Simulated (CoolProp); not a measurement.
C2F6 (R116) along the isotherm 335.2 K: density (kg/m³) from the reference equation and from simpler models built on Tc = 293.0 K, pc = 3048 kPa, ω = 0.257; each cubic takes its own stable root.

Model: reference Helmholtz-energy equation of state, Lemmon 2006, in CoolProp. It is a short technical equation, of lower accuracy than the large ones.

```json
[
 {"p (kPa)": "14.5", "phase": "gas", "reference": "0.7187"},
 {"p (kPa)": "27.4", "phase": "gas", "reference": "1.359"},
 {"p (kPa)": "52", "phase": "gas", "reference": "2.584"},
 {"p (kPa)": "98.5", "phase": "gas", "reference": "4.911"},
 {"p (kPa)": "187", "phase": "gas", "reference": "9.381"},
 {"p (kPa)": "354", "phase": "gas", "reference": "17.97"},
 {"p (kPa)": "671", "phase": "gas", "reference": "34.87"},
 {"p (kPa)": "1270", "phase": "gas", "reference": "69.22"},
 {"p (kPa)": "2410", "phase": "gas", "reference": "146.0"},
 {"p (kPa)": "4570", "phase": "supercritical", "reference": "362.6"}
]
```

How far does each simpler model (ideal gas, van der Waals, Redlich-Kwong, Soave-Redlich-Kwong, Peng-Robinson) lie from the reference over these 10 states: mean and median of the absolute difference, and the worst?


- ideal gas: mean 7.5 %, median 1.9 %, worst -37.6 % at 335.2 K and 4570 kPa
- van der Waals: mean 1.8 %, median 0.0 %, worst +15.4 % at 335.2 K and 4570 kPa
- Redlich-Kwong: mean 1.1 %, median 0.2 %, worst +6.6 % at 335.2 K and 4570 kPa
- Soave-Redlich-Kwong: mean 0.3 %, median 0.0 %, worst -3.0 % at 335.2 K and 4570 kPa
- Peng-Robinson: mean 0.8 %, median 0.3 %, worst +2.6 % at 335.2 K and 2410 kPa
